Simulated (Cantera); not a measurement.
Feed: 1 mol MgCO3, 0.21 mol O2, at 12.0 bar.

Cantera equilibrium calculation (NASA polynomials, part measured and part estimated; ideal gas, pure solids and liquids). Candidate condensed phases: C, Mg, MgCO3, MgO; 15 gas species. The numbers say what is thermodynamically allowed, not how fast it happens.

log p: log10 of the partial pressure in bar; n: condensed amount in mol.

| T (K) | log p O2 | log p CO2 | log p CO | log p O | log p O3 | n MgCO3(s) | n MgO(s) |
|---|---|---|---|---|---|---|---|
| 648 | 1.06 | -0.37 | <-10 | <-10 | <-10 | 0.992 | 0.00779 |
| 748 | 0.69 | 0.85 | <-10 | <-10 | <-10 | 0.697 | 0.303 |
| 848 | 0.32 | 1.00 | <-10 | <-10 | <-10 | 0 | 1.00 |
| 948 | 0.32 | 1.00 | -10.19 | -10.37 | <-10 | 0 | 1.00 |
| 1048 | 0.32 | 1.00 | -8.70 | -9.04 | -10.18 | 0 | 1.00 |
| 1148 | 0.32 | 1.00 | -7.48 | -7.94 | -9.56 | 0 | 1.00 |
| 1248 | 0.32 | 1.00 | -6.45 | -7.02 | -9.04 | 0 | 1.00 |
| 1348 | 0.32 | 1.00 | -5.58 | -6.23 | -8.59 | 0 | 1.00 |
| 1448 | 0.32 | 1.00 | [?] | [?] | [?] | 0 | 1.00 |
| 1548 | 0.32 | 1.00 | -4.17 | -4.96 | -7.87 | 0 | 1.00 |
| 1648 | 0.32 | 1.00 | -3.60 | -4.44 | -7.57 | 0 | 1.00 |
| 1748 | 0.32 | 1.00 | -3.09 | -3.98 | -7.31 | 0 | 1.00 |

Question: What belongs in the gaps?

Answer: 
- 1448, log p CO: -4.82
- 1448, log p O: -5.55
- 1448, log p O3: -8.21
